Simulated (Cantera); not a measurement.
Input: 1 mol Ni, 2 mol H2S, 6.6 mol N2, held at 1623.15 K and 10000 Pa.

Equilibrium computed with Cantera from the NASA thermochemical tables; the gas is ideal and each condensed phase is pure. Candidate condensed phases: Ni, NiS, NiS2, Ni3S2, Ni3S4, S; 17 gas species. Kinetics and transport are ignored.

Base state: N2 0.723, H2 0.188, S2 0.0568, H2S 0.0297, SH 0.00263, S 0.000115, H 9.49e-5 (mole fractions); condensed: Ni3S2(l).

Q: What changes in the equilibrium state with this change: temperature from 1623.15 K to 975 K?

A: 
```
species          before    after
-------------  --------  -------
N2                0.723    0.767
H2S              0.0297    0.153
H2                0.188   0.0797
S2               0.0568  0.00114
S              0.000115    <1e-9
H               9.49e-5  1.02e-9
SH              0.00263  6.21e-6
Ni3S2(l), mol     0.333        0
Ni3S2(s), mol         0    0.333
```
Gases not in the tables: S3 to S7.
